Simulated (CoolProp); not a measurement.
Computed with CoolProp (reference Helmholtz-energy equation of state, Span 2000).

Problem. For nitrogen, give the phase and the density (kg/m³), cv (kJ/(kg K)), isothermal compressibility (1/MPa) at 131.3 K and 4.98 MPa; 131.3 K and 17.9 MPa; 131.3 K and 34 MPa.

Solution. 
- 131.3 K and 4.98 MPa: supercritical; density 433, cv 1.01, isothermal compressibility 0.179
- 131.3 K and 17.9 MPa: supercritical; density 630, cv 0.926, isothermal compressibility 0.00963
- 131.3 K and 34 MPa: supercritical; density 699, cv 0.952, isothermal compressibility 0.00461
